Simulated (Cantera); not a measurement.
Charge: 1 mol Cr, 30 mol H2O, 190 mol H2, held at 0.0428 Torr.

Cantera equilibrium calculation (NASA polynomials, part measured and part estimated; ideal gas, pure solids and liquids). Candidate condensed phases: Cr, Cr2O3, H2O; 13 gas species. Rates play no part. All values below are at 2273 K.

Base state: H 0.609, H2 0.300, H2O 0.0494, O 0.0218, OH 0.0156, Cr 0.00261, O2 0.00150, CrO 0.000379 (mole fractions); condensed: gas only.

Q: What changes in the equilibrium state with this change: H2O from 30 to 0.031 mol?

A: 
```csv
species,before,after
H,0.609,0.652
H2,0.300,0.344
Cr,0.00261,0.00353
H2O,0.0494,6.48e-5
O,0.0218,2.49e-5
OH,0.0156,1.91e-5
O2,0.00150,1.96e-9
CrO2,2.08e-5,<1e-9
CrO,0.000379,5.87e-7
```
